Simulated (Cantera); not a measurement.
Input: 1 mol SO2, 0.61 mol H2, at 975 K and 10000 Pa.

These are equilibrium values from Cantera (NASA tables, ideal gas, pure condensed phases), not measurements of a reactor. Candidate condensed phases: H2O, H2SO4, S; 19 gas species. Gases not in the tables: S3 to S7. Equilibrium is a limit: real reactors are often held back by kinetics, nucleation or transport.

Base state: SO2 0.490, H2O 0.398, S2 0.0856, H2S 0.0221, S2O 0.00367, H2 0.00134, SO 3.05e-5 (mole fractions); condensed: gas only.

Q: What changes in the equilibrium state with this change: SO2 replaced by H2O?

A: 
```csv
species,before,after
H2O,0.398,0.621
H2,0.00134,0.379
SO2,0.490,0
S2,0.0856,0
H2S,0.0221,0
S2O,0.00367,0
SO,3.05e-5,0
```

Q: What changes in the equilibrium state with this change: temperature from 975 K to 3473.15 K?

A: 
```json
[
 {"species": "O", "before": "<1e-9", "after": "0.296"},
 {"species": "H", "before": "<1e-9", "after": "0.272"},
 {"species": "SO", "before": "3.05e-5", "after": "0.144"},
 {"species": "SO2", "before": "0.490", "after": "0.0285"},
 {"species": "H2O", "before": "0.398", "after": "0.00869"},
 {"species": "OH", "before": "<1e-9", "after": "0.0447"},
 {"species": "O2", "before": "<1e-9", "after": "0.0412"},
 {"species": "S", "before": "3.29e-9", "after": "0.135"},
 {"species": "H2S", "before": "0.0221", "after": "2.27e-5"},
 {"species": "S2", "before": "0.0856", "after": "0.00258"},
 {"species": "H2", "before": "0.00134", "after": "0.0240"},
 {"species": "SH", "before": "6.96e-6", "after": "0.00363"},
 {"species": "S2O", "before": "0.00367", "after": "4.30e-5"}
]
```
